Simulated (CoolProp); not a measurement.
Vapour-liquid equilibrium of diethyl ether (1) + benzene (2) at 385.7 K; x and y are mole fractions of (1).

Computed with CoolProp (multi-fluid Helmholtz-energy mixture model, Thol 2014 and Thol 2012; pair parameters Bell 2016).

```csv
x,"bubble pressure, mixture model (MPa)","bubble pressure, Raoult's law (MPa)","y, mixture model","y, Raoult's law"
0.05,0.2786,0.2805,0.140,0.154
0.125,0.3216,0.3265,0.305,0.330
0.2,0.3648,0.3725,0.431,0.463
0.275,0.4082,0.4185,0.532,0.567
0.35,0.4520,0.4645,0.615,0.650
0.425,0.4963,0.5105,0.684,0.719
0.5,0.5412,0.5564,0.744,0.775
0.575,0.5867,0.6024,0.795,0.824
0.65,0.6330,0.6484,0.841,0.865
0.725,0.6802,0.6944,0.881,0.901
0.8,0.7284,0.7404,0.917,0.932
0.875,0.7778,0.7864,0.950,0.960
0.95,0.8284,0.8323,0.981,0.985
```

The largest gap from Raoult's law is -2.8 % in bubble pressure, at x = 0.425. No azeotrope shows between x = 0.05 and 0.95.

Pair parameters are fitted to limited data, so mixtures are less certain than the pure fluids.
